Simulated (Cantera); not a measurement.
A closed system holds: 1 mol SiH4, 11 mol NH3, 1.5 mol H2, at 2123.15 K and 30000 Pa.

Cantera equilibrium calculation (NASA polynomials, part measured and part estimated; ideal gas, pure solids and liquids). Candidate condensed phases: Si, Si3N4; 18 gas species. The tables' values for SiN are old estimates; treat these amounts as uncertain. Gases not in the tables: Si2H6 and higher silanes. Equilibrium is a limit: real reactors are often held back by kinetics, nucleation or transport.

Base state: H2 0.778, N2 0.215, H 0.00578, Si 0.000568, SiH2 0.000160, SiH 0.000142, Si2N 3.35e-5, SiN 2.85e-5 (mole fractions); condensed: Si(l).

Q: What changes in the equilibrium state with this change: temperature from 2123.15 K to 700 K?

A: 
```tsv
species	before	after
H2	0.778	0.805
N2	0.215	0.194
NH3	1.58e-6	0.000895
H	0.00578	<1e-9
Si	0.000568	<1e-9
SiH2	0.000160	<1e-9
SiH	0.000142	<1e-9
Si(l), mol	0.975	0
Si3N4(s), mol	0	0.333
```
